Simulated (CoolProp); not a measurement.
Model: reference Helmholtz-energy equation of state, Lemmon 2006, in CoolProp. It is a short technical equation, of lower accuracy than the large ones.

Problem. Give the vapour pressure (kPa), liquid density (kg/m³), vapour density (kg/m³), liquid cp (kJ/(kg K)) of saturated CH3F (R41) at -63.75, 21.35 °C.

Solution. 
```
T (°C)  p (kPa)  liquid density (kg/m³)  vapour density (kg/m³)  liquid cp (kJ/(kg K))
------  -------  ----------------------  ----------------------  ---------------------
-63.75      213                     850                    4.46                   2.10
21.35      3510                     593                    83.1                   3.43
```
